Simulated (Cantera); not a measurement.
Feed: 1 mol HI, 0.13 mol H2, 2.8 mol O2, equilibrated at 1000 Pa.

Cantera equilibrium calculation (NASA polynomials, part measured and part estimated; ideal gas, pure solids and liquids). Candidate condensed phases: H2O, I2; 12 gas species. The numbers say what is thermodynamically allowed, not how fast it happens.

Q: At 1275 K, list the 6 most abundant gas species with their mole fractions, and the condensed phases.

A: O2 0.606, I 0.237, H2O 0.154, I2 0.00333, HI 8.58e-5, OH 3.99e-5. Condensed: gas only.
